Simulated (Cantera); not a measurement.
Mixture: CH3OH : O2 : N2 = 1 : 2.24 : 8.42 (molar parts), at 30.0 bar, adiabatic and at constant volume. Ignition delay is the time to a rise of 400 K.

Computed with Cantera and GRI-Mech 3.0 (53 species, 325 reactions). GRI-Mech 3.0 was tuned for natural gas; its chemistry of methanol as a main component is partial and can be far from experiment. The pressure lies above the range GRI-Mech 3.0 was tuned for (to about 10 atm).

What does this change do: pressure from 30.0 bar to 18.0 bar?


```csv
quantity,before,after
delay at 1098 K,5.08 ms,7.04 ms
delay at 1198 K,0.786 ms,1.09 ms
delay at 1298 K,0.164 ms,0.230 ms
delay at 1398 K,44.0 µs,62.3 µs
delay at 1498 K,14.7 µs,21.0 µs
delay at 1598 K,5.86 µs,8.48 µs
delay at 1698 K,2.68 µs,3.91 µs
apparent activation energy between 1498 and 1698 K,180 kJ/mol,180 kJ/mol
```
